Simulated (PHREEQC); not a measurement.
Model water analysis in mg/L, 5 °C, pH 6.03, pe 9.2: Na 0.0272; K 0.00805; Ca 0.0214; Mg 0.00133; Cl 0.0442; S(6) as SO4 0.00974; Alkalinity as HCO3 0.0706; N(5) as NO3 4.37e-05.

Valence states are taken as typed.

All values are PHREEQC results (ion-association model, phreeqc.dat), not measurements.

| Property | Value |
|---|---|
| ionic strength | 4.21e-6 mol/kgw |
| charge-balance error | -0.6 % |

| species | molality | activity | log γ |
|---|---|---|---|
| CO2 | 6.39e-6 | 6.39e-6 | 0.000 |
| HCO3- | 2.09e-6 | 2.08e-6 | -0.001 |
| Cl- | 1.25e-6 | 1.24e-6 | -0.001 |
| Na+ | 1.18e-6 | 1.18e-6 | -0.001 |
| H+ | 9.35e-7 | 9.33e-7 | -0.001 |
| Ca+2 | 5.34e-7 | 5.29e-7 | -0.004 |
| K+ | 2.06e-7 | 2.05e-7 | -0.001 |
| SO4-2 | 1.01e-7 | 1.00e-7 | -0.004 |
| Mg+2 | 5.47e-8 | 5.42e-8 | -0.004 |
| OH- | 2.00e-9 | 2.00e-9 | -0.001 |

This is a speciation only: nothing precipitates in the calculation. At this temperature some constants are extrapolated from 25 °C, and those without enthalpy data are left unchanged.
